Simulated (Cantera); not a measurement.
Cantera run, input and output.

```python
import numpy as np
import cantera as ct

gas = ct.Solution("gri30.yaml")
gas.TPX = 523, 13332, {'CO': 1, 'H2': 0.27, 'O2': 0.69, 'N2': 2.62}
flame = ct.FreeFlame(gas, width=0.16)
flame.set_refine_criteria(ratio=3, slope=0.08, curve=0.16)
flame.transport_model = "mixture-averaged"
flame.solve(loglevel=0, auto=True)
z, T = flame.grid, flame.T
thick = (T[-1] - T[0]) / np.gradient(T, z).max()
show = ['CO', 'H2', 'O2', 'OH', 'CO2', 'H2O2']
print(f"laminar burning velocity  {flame.velocity[0] * 100:.3f} cm/s")
print(f"burnt temperature         {T[-1]:.1f} K")
print(f"thermal thickness         {thick * 1e3:.4f} mm")
print(f"grid points               {len(z)}")
z0 = z[flame.heat_release_rate.argmax()]
print(f"{'z/mm':>9s}{'T/K':>9s}{'u/(m/s)':>9s}" + "".join(f"{s:>11s}" for s in show))
rows = []
for k in (-3, -2, -1.5, -1, -0.5, -0.25, 0, 0.25, 0.5, 1, 2, 4, 8):
    zz = z0 + k * thick
    rows.append([k * thick, np.interp(zz, z, T), np.interp(zz, z, flame.velocity),
                 *(np.interp(zz, z, flame.X[gas.species_index(s)]) for s in show)])
    print(f"{rows[-1][0] * 1e3:9.3f}{rows[-1][1]:9.1f}{rows[-1][2]:9.3f}" + "".join(f"{x:11.3e}" for x in rows[-1][3:]))
```

Result:

```
laminar burning velocity  192.347 cm/s
burnt temperature         2324.1 K
thermal thickness         9.3639 mm
grid points               170
     z/mm      T/K  u/(m/s)         CO         H2         O2         OH        CO2       H2O2
  -28.092    523.0    1.923  2.183e-01  5.895e-02  1.507e-01  6.572e-20  4.135e-15  1.113e-17
  -18.728    523.0    1.923  2.183e-01  5.895e-02  1.507e-01  2.132e-17  2.157e-14  2.910e-15
  -14.046    523.0    1.923  2.183e-01  5.895e-02  1.507e-01  1.012e-15  6.106e-13  1.045e-13
   -9.364    523.0    1.923  2.183e-01  5.894e-02  1.507e-01  2.244e-13  1.360e-10  2.184e-11
   -4.682    523.9    1.926  2.184e-01  5.847e-02  1.507e-01  4.812e-07  1.681e-05  5.510e-07
   -2.341    616.0    2.252  2.152e-01  5.247e-02  1.481e-01  1.414e-04  4.174e-03  3.878e-06
    0.000   1019.7    3.671  1.851e-01  2.137e-02  1.193e-01  1.180e-03  3.618e-02  3.897e-07
    2.341   1333.9    4.707  1.238e-01  5.817e-03  7.349e-02  3.329e-03  1.025e-01  2.591e-07
    4.682   1484.1    5.155  9.281e-02  6.438e-03  5.857e-02  4.891e-03  1.379e-01  1.887e-07
    9.364   1624.6    5.579  8.392e-02  6.845e-03  5.367e-02  6.414e-03  1.498e-01  1.228e-07
   18.728   1764.9    6.001  8.252e-02  6.394e-03  5.195e-02  7.601e-03  1.535e-01  6.974e-08
   37.456   1907.2    6.417  7.756e-02  5.536e-03  4.917e-02  8.315e-03  1.610e-01  3.783e-08
   74.911   2042.2    6.801  6.953e-02  4.521e-03  4.536e-02  8.424e-03  1.715e-01  2.196e-08
```

Model: GRI-Mech 3.0 (53 species, 325 reactions), integrated in Cantera. Burning velocities carry a grid error of a few per cent, more on coarse grids.
